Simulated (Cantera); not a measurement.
A closed system holds: 1 mol SiCl4, 1.5 mol HCl, 0.39 mol H2, equilibrated at 1323 K and 0.100 bar.

Equilibrium computed with Cantera from the NASA thermochemical tables; the gas is ideal and each condensed phase is pure. Candidate condensed phases: Si; 19 gas species. The tables' values for SiCl3 are old estimates; treat these amounts as uncertain. Kinetics and transport are ignored.

Base state: HCl 0.537, SiCl4 0.323, H2 0.120, SiCl3 0.0132, SiHCl3 0.00367, SiCl2 0.00296 (mole fractions); condensed: gas only.

Question: What changes in the equilibrium state with this change: pressure from 0.100 bar to 8.50 bar?

Answer: 
| species | before | after |
|---|---|---|
| HCl | 0.537 | 0.525 |
| SiCl4 | 0.323 | 0.340 |
| H2 | 0.120 | 0.130 |
| SiCl3 | 0.0132 | 0.00160 |
| SiCl2 | 0.00296 | 4.14e-5 |
| SiHCl3 | 0.00367 | 0.00426 |

Question: What changes in the equilibrium state with this change: HCl from 1.5 to 2.4 mol?

Answer: 
| species | before | after |
|---|---|---|
| HCl | 0.537 | 0.642 |
| SiCl4 | 0.323 | 0.252 |
| H2 | 0.120 | 0.0954 |
| SiCl3 | 0.0132 | 0.00767 |
| SiCl2 | 0.00296 | 0.00128 |
| SiHCl3 | 0.00367 | 0.00190 |
